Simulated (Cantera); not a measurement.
A closed system holds: 1 mol Zr, 0.56 mol NH₃, 2.1 mol N₂, at 2500 °C and 0.00133 bar.

These are equilibrium values from Cantera (NASA tables, ideal gas, pure condensed phases), not measurements of a reactor. Candidate condensed phases: Zr, ZrN; 11 gas species. ZrN: taken at fixed stoichiometry. The numbers say what is thermodynamically allowed, not how fast it happens.

Base state: N₂ 0.546, H 0.404, H₂ 0.0394, Zr 0.0106, N 5.79e-5 (mole fractions); condensed: ZrN(s).

### Question
What changes in the equilibrium state with this change: pressure from 0.00133 bar to 0.0210 bar?

### Answer
| species | before | after |
|---|---|---|
| N₂ | 0.546 | 0.618 |
| H | 0.404 | 0.212 |
| H₂ | 0.0394 | 0.170 |
| Zr | 0.0106 | 0.000160 |
| N | 5.79e-5 | 1.55e-5 |
| ZrN(s), mol | 0.963 | 1.000 |
